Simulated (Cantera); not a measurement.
Mixture: 5.73 % CH₄, 19.8 % O₂, 74.5 % N₂, at 10.0 bar, adiabatic and at constant pressure. Ignition delay is the time to a rise of 400 K.

Detailed kinetics in Cantera: GRI-Mech 3.0 (53 species, 325 reactions).

### Question
Predict: delay at 1000 K; delay at 1200 K; delay at 1400 K; delay at 1600 K; delay at 1800 K; apparent activation energy between 1600 and 1800 K.

### Answer
```json
{
 "delay at 1000 K": "72.3 ms",
 "delay at 1200 K": "3.75 ms",
 "delay at 1400 K": "0.401 ms",
 "delay at 1600 K": "64.7 µs",
 "delay at 1800 K": "15.1 µs",
 "apparent activation energy between 1600 and 1800 K": "170 kJ/mol"
}
```
